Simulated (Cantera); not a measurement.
An adiabatic, constant-pressure homogeneous reactor starts with CH4 : CO : O2 : N2 = 1 : 0.44 : 4.27 : 16.1 (molar parts), equivalence ratio 0.52, at 1375 K and 5.00 bar. Integrator tolerance rtol = 1e-08.

Model: GRI-Mech 3.0 (53 species, 325 reactions), integrated in Cantera.

Problem. What does this change do: initial temperature 1375 to 1150 K?

Solution. 
```tsv
quantity	before	after
time of steepest temperature rise	0.950 ms	17.5 ms
temperature at 4.00 s	2403 K	2230 K
equilibrium temperature	2403 K	2230 K
x(CH4) at 4.00 s	<1e-12 (gas-phase equilibrium <1e-12)	<1e-12 (gas-phase equilibrium <1e-12)
x(CO) at 4.00 s	0.00211 (gas-phase equilibrium 0.00211)	0.000728 (gas-phase equilibrium 0.000728)
x(O2) at 4.00 s	0.0880 (gas-phase equilibrium 0.0880)	0.0900 (gas-phase equilibrium 0.0900)
x(H2O2) at 4.00 s	3.35e-7 (gas-phase equilibrium 3.35e-7)	2.25e-7 (gas-phase equilibrium 2.25e-7)
x(C2H4) at 4.00 s	<1e-12 (gas-phase equilibrium <1e-12)	<1e-12 (gas-phase equilibrium <1e-12)
x(N2O) at 4.00 s	1.45e-6 (gas-phase equilibrium 1.45e-6)	1.04e-6 (gas-phase equilibrium 1.04e-6)
x(C2H) at 4.00 s	<1e-12 (gas-phase equilibrium <1e-12)	<1e-12 (gas-phase equilibrium <1e-12)
```

Problem. What does this change do: pressure from 5.00 bar to 10.0 bar?

Solution. 
| quantity | before | after |
|---|---|---|
| time of steepest temperature rise | 0.950 ms | 0.529 ms |
| temperature at 4.00 s | 2403 K | 2412 K |
| equilibrium temperature | 2403 K | 2412 K |
| x(CH4) at 4.00 s | <1e-12 (gas-phase equilibrium <1e-12) | <1e-12 (gas-phase equilibrium <1e-12) |
| x(CO) at 4.00 s | 0.00211 (gas-phase equilibrium 0.00211) | 0.00158 (gas-phase equilibrium 0.00158) |
| x(O2) at 4.00 s | 0.0880 (gas-phase equilibrium 0.0880) | 0.0879 (gas-phase equilibrium 0.0879) |
| x(H2O2) at 4.00 s | 3.35e-7 (gas-phase equilibrium 3.35e-7) | 4.87e-7 (gas-phase equilibrium 4.87e-7) |
| x(C2H4) at 4.00 s | <1e-12 (gas-phase equilibrium <1e-12) | <1e-12 (gas-phase equilibrium <1e-12) |
| x(N2O) at 4.00 s | 1.45e-6 (gas-phase equilibrium 1.45e-6) | 2.09e-6 (gas-phase equilibrium 2.09e-6) |
| x(C2H) at 4.00 s | <1e-12 (gas-phase equilibrium <1e-12) | <1e-12 (gas-phase equilibrium <1e-12) |

Problem. What does this change do: CO 0.44 to 0.19 parts?

Solution. 
```csv
quantity,before,after
time of steepest temperature rise,0.950 ms,0.919 ms
temperature at 4.00 s,2403 K,2348 K
equilibrium temperature,2403 K,2348 K
x(CH4) at 4.00 s,<1e-12 (gas-phase equilibrium <1e-12),<1e-12 (gas-phase equilibrium <1e-12)
x(CO) at 4.00 s,0.00211 (gas-phase equilibrium 0.00211),0.00123 (gas-phase equilibrium 0.00123)
x(O2) at 4.00 s,0.0880 (gas-phase equilibrium 0.0880),0.0946 (gas-phase equilibrium 0.0946)
x(H2O2) at 4.00 s,3.35e-7 (gas-phase equilibrium 3.35e-7),3.09e-7 (gas-phase equilibrium 3.09e-7)
x(C2H4) at 4.00 s,<1e-12 (gas-phase equilibrium <1e-12),<1e-12 (gas-phase equilibrium <1e-12)
x(N2O) at 4.00 s,1.45e-6 (gas-phase equilibrium 1.45e-6),1.36e-6 (gas-phase equilibrium 1.36e-6)
x(C2H) at 4.00 s,<1e-12 (gas-phase equilibrium <1e-12),<1e-12 (gas-phase equilibrium <1e-12)
```
